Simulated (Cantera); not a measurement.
**Chemical vapour transport: Si + H2O + H2**

Input: 1 mol Si, 0.14 mol H2O, 5.3 mol H2, equilibrated at 1275 °C and 1 atm.

Method: chemical equilibrium by Gibbs-energy minimisation in Cantera with the NASA 1993 tables (ideal gas, pure condensed phases). Candidate condensed phases: H2O, Si, SiO2; 18 gas species. Mutual solubility and eutectic melting of coexisting phases are not modelled. The tables hold silica as quartz up to 1696 K and as liquid above; real silica turns to tridymite and cristobalite and melts near 1996 K. Rates play no part.

| Item | Result |
|---|---|
| x(H2) | 0.999 |
| x(SiO) | 0.00119 |
| x(H) | 3.06e-5 |
| x(H2O) | 5.44e-6 |
| x(SiH2) | 2.72e-6 |
| x(SiH4) | 1.10e-6 |
| n(Si(s)) | 0.927 mol |
| n(SiO2(β-quartz)) | 0.0667 mol |
| gas amount | 5.447 mol |
